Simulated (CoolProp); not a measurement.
Vapour-liquid equilibrium of chloromethane (R40) (1) + isobutene (2) at 0.515 MPa; x and y are mole fractions of (1).

Computed with CoolProp (multi-fluid Helmholtz-energy mixture model, Thol 2014 and Lemmon 2005; pair parameters Bell 2016).

```json
[
 {"x": "0.05", "bubble temperature (°C)": "___", "y at the bubble point": "0.096", "dew temperature at overall composition x (°C)": "42.3", "liquid density (mol/L)": "10.33"},
 {"x": "0.15", "bubble temperature (°C)": "37.5", "y at the bubble point": "0.257", "dew temperature at overall composition x (°C)": "40.0", "liquid density (mol/L)": "10.90"},
 {"x": "0.25", "bubble temperature (°C)": "34.5", "y at the bubble point": "___", "dew temperature at overall composition x (°C)": "37.7", "liquid density (mol/L)": "11.50"},
 {"x": "0.35", "bubble temperature (°C)": "31.9", "y at the bubble point": "0.494", "dew temperature at overall composition x (°C)": "35.3", "liquid density (mol/L)": "12.15"},
 {"x": "0.45", "bubble temperature (°C)": "___", "y at the bubble point": "0.589", "dew temperature at overall composition x (°C)": "___", "liquid density (mol/L)": "12.85"},
 {"x": "0.55", "bubble temperature (°C)": "27.7", "y at the bubble point": "0.674", "dew temperature at overall composition x (°C)": "30.6", "liquid density (mol/L)": "13.62"},
 {"x": "0.65", "bubble temperature (°C)": "26.0", "y at the bubble point": "0.752", "dew temperature at overall composition x (°C)": "___", "liquid density (mol/L)": "14.46"},
 {"x": "0.75", "bubble temperature (°C)": "___", "y at the bubble point": "0.826", "dew temperature at overall composition x (°C)": "26.1", "liquid density (mol/L)": "15.39"},
 {"x": "0.85", "bubble temperature (°C)": "23.1", "y at the bubble point": "0.897", "dew temperature at overall composition x (°C)": "___", "liquid density (mol/L)": "___"},
 {"x": "0.95", "bubble temperature (°C)": "21.7", "y at the bubble point": "0.966", "dew temperature at overall composition x (°C)": "22.0", "liquid density (mol/L)": "17.59"}
]
```

Question: What belongs in the gaps?

Answer: 
- 0.05, bubble temperature (°C): 41.3
- 0.25, y at the bubble point: 0.386
- 0.45, bubble temperature (°C): 29.7
- 0.45, dew temperature at overall composition x (°C): 32.9
- 0.65, dew temperature at overall composition x (°C): 28.3
- 0.75, bubble temperature (°C): 24.5
- 0.85, dew temperature at overall composition x (°C): 24.0
- 0.85, liquid density (mol/L): 16.43

No azeotrope shows between x = 0.05 and 0.95.

The pair parameters rest on a limited set of measurements; away from them the model extrapolates.
